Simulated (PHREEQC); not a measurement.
Consider water at 10 °C with 0.034 mol CdCl2 per kg of water. Closed to the air; pH follows from the charge balance.

Equilibrium calculation in PHREEQC: ion-association model, phreeqc.dat.

The pH comes out as 5.68 and the ionic strength is 0.0547 mol/kgw. The density is 1.005 g/cm³.

```csv
species,molality,activity,log γ
Cl-,0.0432,0.0351,-0.090
CdCl+,0.0202,0.0165,-0.086
Cd+2,0.0115,0.00521,-0.345
CdCl2,0.00225,0.00228,0.005
CdCl3-,4.85e-5,3.98e-5,-0.086
H+,2.42e-6,2.07e-6,-0.069
CdOHCl,2.33e-6,2.36e-6,0.005
CdOH+,7.92e-8,6.49e-8,-0.086
Cd2OH+3,1.20e-8,2.02e-9,-0.776
OH-,1.76e-9,1.42e-9,-0.092
```

No solid was allowed to form. At this temperature some constants are extrapolated from 25 °C, and those without enthalpy data are left unchanged.
